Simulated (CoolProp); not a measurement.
Model: reference Helmholtz-energy equation of state, Thol 2017, in CoolProp.

Q: For decamethyltetrasiloxane (MD2M), give the phase and the density (kg/m³), Joule-Thomson coefficient (K/MPa) at 408.5 K and 76.3 kPa; 408.5 K and 267 kPa; 408.5 K and 572 kPa.

A: 
- 408.5 K and 76.3 kPa: liquid; density 736, Joule-Thomson coefficient -0.272
- 408.5 K and 267 kPa: liquid; density 737, Joule-Thomson coefficient -0.274
- 408.5 K and 572 kPa: liquid; density 738, Joule-Thomson coefficient -0.278
